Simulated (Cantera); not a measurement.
Cantera with NASA thermochemical tables; ideal gases at 1 bar, condensed phases pure. Values are per mole of reaction as written; species without (g) are pure solids or liquids, kept so even where they would boil at 1 bar.

Between 300 and 1673 K, where is each reaction favourable under standard conditions?
- O3(g) + 3 Sr(OH)2 → 3 SrO + 6 OH(g)


- O3(g) + 3 Sr(OH)2 → 3 SrO + 6 OH(g): ΔG° is 1003 kJ at 300 K and 148 kJ at 1673 K; it stays positive (K < 1). ΔH° is 995 kJ and ΔS° 506 J/K at 1673 K.
